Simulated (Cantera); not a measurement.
Cantera run:

```python
import numpy as np
import cantera as ct

gas_names = """
    Mg MgO MgS Mg2 O O2 O3 S SO SO2 SO3 S2 S2O S8
""".split()
cond_names = """
    Mg(cr) Mg(L) MgO(s) MgO(L) MgS(s) MgSO4(s) MgSO4(L) S(cr1) S(cr2) S(L)
""".split()


# ... load() reads the species with a 1 bar reference pressure and builds the phases ...
atoms = {
    'MgO': {'Mg': 1, 'O': 1},
    'SO2': {'S': 1, 'O': 2},
    'O2': {'O': 2},
}
top_T = {'MgS(s)': 2250}  # K; cautious upper limits of use, not melting points


# ... equilibrate(T, P, feed) seeds the gas with the atoms and calls Mixture.equilibrate('TP', solver="vcs", rtol=1e-11, max_steps=5000) ...
results = []
feed = {'MgO': 1, 'SO2': 0.24, 'O2': 0.83}  # mol
P = 37000  # Pa
for T in [600, 700, 800, 900, 1000, 1100, 1200, 1300, 1400, 1500, 1600, 1700, 1800, 1900]:
    mix = equilibrate(T, P, feed)
    results.append((T, P, feed, dict(zip(mix.species_names, mix.species_moles))))

top = {s: max(r[3][s] / sum(r[3][g] for g in gas_names) for r in results) for s in gas_names}
cols = sorted((s for s in top if top[s] > 0.001), key=lambda s: -top[s])[:6]
seen = [c for c in cond_names if any(r[3].get(c, 0) > 1e-12 for r in results)]
print("log10 of partial pressures in bar; condensed amounts in mol")
print(f"{'T/K':>10s}" + "".join(f"{s[:9]:>10s}" for s in cols + seen))
for T, P, feed, n in results:
    ng = sum(n[g] for g in gas_names)
    print(f"{T:10.4g}" + "".join(f"{np.log10(max(n[s] / ng * P / 1e5, 1e-99)):10.3f}" for s in cols)
          + "".join(f"{n.get(c, 0):10.4g}" for c in seen))
```

It prints:

```
log10 of partial pressures in bar; condensed amounts in mol
       T/K        O2       SO2       SO3    MgO(s)  MgSO4(s)
       600    -0.432   -18.589   -15.119      0.76      0.24
       700    -0.432   -13.825   -11.584      0.76      0.24
       800    -0.432   -10.269    -8.948      0.76      0.24
       900    -0.432    -7.519    -6.910      0.76      0.24
      1000    -0.432    -5.334    -5.293      0.76      0.24
      1100    -0.432    -3.559    -3.981    0.7607    0.2393
      1200    -0.443    -2.087    -2.898    0.7788    0.2212
      1300    -0.543    -1.105    -2.290         1         0
      1400    -0.543    -1.094    -2.555         1         0
      1500    -0.542    -1.089    -2.787         1         0
      1600    -0.542    -1.086    -2.992         1         0
      1700    -0.542    -1.084    -3.172         1         0
      1800    -0.542    -1.083    -3.333         1         0
      1900    -0.542    -1.083    -3.476         1         0
```

Method: chemical equilibrium by Gibbs-energy minimisation in Cantera with the NASA 1993 tables (ideal gas, pure condensed phases). Mutual solubility and eutectic melting of coexisting phases are not modelled.
